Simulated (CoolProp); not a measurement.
Vapour-liquid equilibrium of CH2F2 (R32) (1) + R142b (2) at 763 kPa; x and y are mole fractions of (1).

The numbers come from the multi-fluid Helmholtz-energy mixture model, Tillner-Roth 1997 and Lemmon 2006; pair parameters Bell 2016 in CoolProp.

```json
[
 {"x": "0.05", "bubble temperature (K)": "321.2", "y at the bubble point": "0.168", "dew temperature at overall composition x (K)": "___", "liquid density (mol/L)": "10.65"},
 {"x": "0.125", "bubble temperature (K)": "312.6", "y at the bubble point": "0.368", "dew temperature at overall composition x (K)": "322.9", "liquid density (mol/L)": "11.24"},
 {"x": "0.2", "bubble temperature (K)": "305.3", "y at the bubble point": "0.517", "dew temperature at overall composition x (K)": "319.9", "liquid density (mol/L)": "11.83"},
 {"x": "0.275", "bubble temperature (K)": "299.0", "y at the bubble point": "0.626", "dew temperature at overall composition x (K)": "316.8", "liquid density (mol/L)": "12.42"},
 {"x": "0.35", "bubble temperature (K)": "293.9", "y at the bubble point": "0.706", "dew temperature at overall composition x (K)": "___", "liquid density (mol/L)": "13.04"},
 {"x": "0.425", "bubble temperature (K)": "289.5", "y at the bubble point": "0.767", "dew temperature at overall composition x (K)": "___", "liquid density (mol/L)": "13.67"},
 {"x": "0.5", "bubble temperature (K)": "286.0", "y at the bubble point": "0.813", "dew temperature at overall composition x (K)": "306.1", "liquid density (mol/L)": "14.33"},
 {"x": "0.575", "bubble temperature (K)": "282.9", "y at the bubble point": "0.850", "dew temperature at overall composition x (K)": "302.0", "liquid density (mol/L)": "15.04"},
 {"x": "0.65", "bubble temperature (K)": "280.4", "y at the bubble point": "___", "dew temperature at overall composition x (K)": "297.5", "liquid density (mol/L)": "15.79"},
 {"x": "0.725", "bubble temperature (K)": "278.1", "y at the bubble point": "0.908", "dew temperature at overall composition x (K)": "292.6", "liquid density (mol/L)": "16.60"},
 {"x": "0.8", "bubble temperature (K)": "276.1", "y at the bubble point": "0.933", "dew temperature at overall composition x (K)": "287.0", "liquid density (mol/L)": "17.50"},
 {"x": "0.875", "bubble temperature (K)": "274.2", "y at the bubble point": "0.957", "dew temperature at overall composition x (K)": "280.9", "liquid density (mol/L)": "18.49"},
 {"x": "0.95", "bubble temperature (K)": "272.4", "y at the bubble point": "0.982", "dew temperature at overall composition x (K)": "274.7", "liquid density (mol/L)": "19.60"}
]
```

Question: Complete the blanks.

Answer: 
- 0.05, dew temperature at overall composition x (K): 325.7
- 0.35, dew temperature at overall composition x (K): 313.5
- 0.425, dew temperature at overall composition x (K): 309.9
- 0.65, y at the bubble point: 0.881

No azeotrope shows between x = 0.05 and 0.95.

Pair parameters are fitted to limited data, so mixtures are less certain than the pure fluids. The gap from Raoult's law changes sign with composition, which may be real or a fault of the pair parameters; it wasn't checked against measurements.
